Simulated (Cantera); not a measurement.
A closed system holds: 1 mol Fe, 0.048 mol H2S, 140 mol N2, 3.7 mol CO, equilibrated at 800 K and 10.0 mbar.

Cantera equilibrium calculation (NASA polynomials, part measured and part estimated; ideal gas, pure solids and liquids). Candidate condensed phases: C, C6H6, C7H8, C8H18, Fe, Fe(CO)5, FeO, Fe(OH)2, Fe(OH)3, FeS, FeSO4, FeS2, Fe2O3, Fe2(SO4)3, Fe3O4, H2O, H2SO4, S; 154 gas species. FeS: taken at fixed stoichiometry. Condensed phases not in the tables: cementite and carbon dissolved in iron. The numbers say what is thermodynamically allowed, not how fast it happens.

Base state: N2 0.975, CO 0.0246, CO2 0.000596, H2 0.000332 (mole fractions); condensed: C(graphite) + Fe(α) + FeS(s).

Task: What changes in the equilibrium state with this change: temperature from 800 K to 1450 K?

Result: 
```
species             before     after
----------------  --------  --------
N2                   0.975     0.974
CO                  0.0246    0.0257
H2                0.000332  0.000329
CO2               0.000596   2.55e-6
S2                   <1e-9  0.000158
C(graphite), mol    0.0859         0
Fe(α), mol           0.952         0
FeS(s), mol         0.0480         0
Fe(γ), mol               0     0.999
```

Task: What changes in the equilibrium state with this change: temperature from 800 K to 775 K?

Result: 
| species | before | after |
|---|---|---|
| N2 | 0.975 | 0.975 |
| CO | 0.0246 | 0.0233 |
| CO2 | 0.000596 | 0.00124 |
| H2 | 0.000332 | 0.000331 |
| C(graphite), mol | 0.0859 | 0.178 |
| Fe(α), mol | 0.952 | 0.952 |
| FeS(s), mol | 0.0480 | 0.0480 |
